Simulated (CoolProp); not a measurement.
Dimethyl ether at 402.81 K and 1.38 MPa is throttled through a valve to 0.323 MPa with no heat exchange. Each further row changes one setting.

Model: reference Helmholtz-energy equation of state, Wu 2011, in CoolProp.

```csv
case,temperature change (K),final density (kg/m³)
as stated,-10.1,___
outlet pressure 0.0969 MPa,___,1.38
outlet pressure 0.42 MPa,___,6.10
```

Q: What belongs in the gaps?

A: 
- as stated, final density (kg/m³): 4.67
- outlet pressure 0.0969 MPa, temperature change (K): -12.2
- outlet pressure 0.42 MPa, temperature change (K): -9.1
